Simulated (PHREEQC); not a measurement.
**Leach liquor: an equilibrium model**

Solution (25 °C): 1.1 mmol/kgw H2SO4, 0.28 mmol/kgw LiCl and 82 mmol/kgw Fe2(SO4)3. Closed to the air; pH follows from the charge balance.

Equilibrium calculation in PHREEQC: ion-association model, phreeqc.dat.

Each row changes one thing in this solution. No solid was allowed to form.

```json
[
 {"case": "as made", "pH": "2.45", "ionic strength (mol/kgw)": "0.252", "FeSO4+ (mol/kgw)": "0.111", "SO4-2 (mol/kgw)": "0.0557", "Fe(SO4)2- (mol/kgw)": "0.0355", "HSO4- (mol/kgw)": "0.00698", "SI of Goethite (FeOOH)": "+5.04", "SI of Hematite (Fe2O3)": "+12.09"},
 {"case": "H2SO4 from 0.0011 to 0.00022 mol/kgw", "pH": "2.47", "ionic strength (mol/kgw)": "0.256", "FeSO4+ (mol/kgw)": "0.110", "SO4-2 (mol/kgw)": "0.0562", "Fe(SO4)2- (mol/kgw)": "0.0354", "HSO4- (mol/kgw)": "0.00669", "SI of Goethite (FeOOH)": "+5.09", "SI of Hematite (Fe2O3)": "+12.20"},
 {"case": "0.0076 mol/kgw Al(NO3)3 added", "pH": "2.41", "ionic strength (mol/kgw)": "0.266", "FeSO4+ (mol/kgw)": "0.112", "SO4-2 (mol/kgw)": "0.0512", "Fe(SO4)2- (mol/kgw)": "0.0324", "HSO4- (mol/kgw)": "0.00690", "SI of Goethite (FeOOH)": "+4.97", "SI of Hematite (Fe2O3)": "+11.95"},
 {"case": "diluted 2-fold with water", "pH": "2.56", "ionic strength (mol/kgw)": "0.140", "FeSO4+ (mol/kgw)": "0.0580", "SO4-2 (mol/kgw)": "0.0329", "Fe(SO4)2- (mol/kgw)": "0.0139", "HSO4- (mol/kgw)": "0.00388", "SI of Goethite (FeOOH)": "+5.23", "SI of Hematite (Fe2O3)": "+12.47"},
 {"case": "LiCl from 0.00028 to 0.000252 mol/kgw", "pH": "2.45", "ionic strength (mol/kgw)": "0.252", "FeSO4+ (mol/kgw)": "0.111", "SO4-2 (mol/kgw)": "0.0557", "Fe(SO4)2- (mol/kgw)": "0.0355", "HSO4- (mol/kgw)": "0.00698", "SI of Goethite (FeOOH)": "+5.04", "SI of Hematite (Fe2O3)": "+12.09"},
 {"case": "temperature from 25 to 90 °C", "pH": "2.31", "ionic strength (mol/kgw)": "0.384", "FeSO4+ (mol/kgw)": "0.0807", "SO4-2 (mol/kgw)": "0.0647", "Fe(SO4)2- (mol/kgw)": "0.0255", "HSO4- (mol/kgw)": "0.0457", "SI of Goethite (FeOOH)": "+5.92", "SI of Hematite (Fe2O3)": "+14.10"}
]
```

Species that the database lacks are ignored. Some of these states are supersaturated (in Hematite (slow to form), Goethite (slow to form), for instance). Constants without temperature data keep their 25 °C values here.
